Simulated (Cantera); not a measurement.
An adiabatic, constant-volume homogeneous reactor starts with 3.53 % CH4, 9.54 % O2, 83.0 % N2, 3.89 % H2O, equivalence ratio 0.74, at 1500 K and 1.01 bar.

Cantera simulation using GRI-Mech 3.0 (53 species, 325 reactions); the numbers are that mechanism's predictions, not measurements.

Question: Predict: time of steepest temperature rise; temperature at 3.00 s; equilibrium temperature; x(O2) at 3.00 s; x(H2O) at 3.00 s; x(CO) at 3.00 s.

Answer: 
| Property | Value |
|---|---|
| time of steepest temperature rise | 2.19 ms |
| temperature at 3.00 s | 2356 K |
| equilibrium temperature | 2356 K |
| x(O2) at 3.00 s | 0.0224 (gas-phase equilibrium 0.0224) |
| x(H2O) at 3.00 s | 0.105 (gas-phase equilibrium 0.105) |
| x(CO) at 3.00 s | 0.00282 (gas-phase equilibrium 0.00282) |
